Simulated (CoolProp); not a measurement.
Saturation properties of CHF3 (R23) (Tc = 26.1 °C, pc = 4.832 MPa, ω = 0.263).

The numbers come from the reference Helmholtz-energy equation of state, Penoncello 2003 in CoolProp.

| T (°C) | p (MPa) | vapour Z | surface tension (mN/m) |
|---|---|---|---|
| -85.05 | 0.08475 | 0.9619 | 17.4 |
| -76.45 | 0.1384 | 0.9480 | 15.8 |
| -67.85 | 0.2155 | 0.9310 | 14.2 |
| -59.25 | 0.3226 | 0.9106 | 12.6 |
| -50.65 | 0.4664 | 0.8866 | 11.0 |
| -42.05 | 0.6543 | 0.8586 | 9.51 |
| -33.45 | 0.8945 | 0.8265 | 8.02 |
| -24.85 | 1.195 | 0.7896 | 6.57 |
| -16.25 | 1.566 | 0.7473 | 5.17 |
| -7.65 | 2.017 | 0.6984 | 3.84 |
| 0.95 | 2.559 | 0.6413 | 2.61 |

It boils at -82.0 °C under 1 atm.

Surface tension comes from a separate correlation (Mulero 2012).
